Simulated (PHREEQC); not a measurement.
A solution holds 0.29 mol/kgw NaHCO3, 0.0002 mol/kgw NH3 and 0.18 mol/kgw NaCl, at 20 °C. Closed to the air; pH follows from the charge balance.

Equilibrium calculation in PHREEQC: ion-association model, wateq4f.dat.

### Question
The ionic strength comes out as 0.441 mol/kgw. What activity coefficients do Na+, NH4+, CO3-2, HCO3-, NaCO3- get?

### Answer
Na+ 0.71, NH4+ 0.73, CO3-2 0.24, HCO3- 0.70, NaCO3- 0.70.

Precipitation was switched off in this run. Species that the database lacks are ignored.
